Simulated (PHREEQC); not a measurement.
Dissolve 0.04 mol/kgw Al2(SO4)3 at 20 °C. Closed to the air; pH follows from the charge balance.

Computed with PHREEQC (ion-association model, phreeqc.dat).

Each row changes one thing in this solution. Precipitation was switched off in this run.

```json
[
 {"case": "as made", "pH": "3.97", "ionic strength (mol/kgw)": "0.136", "SO4-2 (mol/kgw)": "0.0310", "HSO4- (mol/kgw)": "0.000128"},
 {"case": "Al2(SO4)3 from 0.04 to 0.004 mol/kgw", "pH": "4.14", "ionic strength (mol/kgw)": "0.0211", "SO4-2 (mol/kgw)": "0.00518", "HSO4- (mol/kgw)": "2.19e-5"},
 {"case": "0.0051 mol/kgw NaOH added", "pH": "5.13", "ionic strength (mol/kgw)": "0.145", "SO4-2 (mol/kgw)": "0.0339", "HSO4- (mol/kgw)": "9.60e-6"},
 {"case": "Al2(SO4)3 replaced by Li2SO4 at the same molality", "pH": "7.24", "ionic strength (mol/kgw)": "0.111", "SO4-2 (mol/kgw)": "0.0357", "HSO4- (mol/kgw)": "8.46e-8"},
 {"case": "0.041 mol/kgw NH4F added", "pH": "4.22", "ionic strength (mol/kgw)": "0.223", "SO4-2 (mol/kgw)": "0.0557", "HSO4- (mol/kgw)": "0.000112"}
]
```

Some of these states are supersaturated (in Gibbsite (slow to form), Al(OH)3(a), for instance). Fluoro complexes past AlF4- and FeF3 are missing from the database.
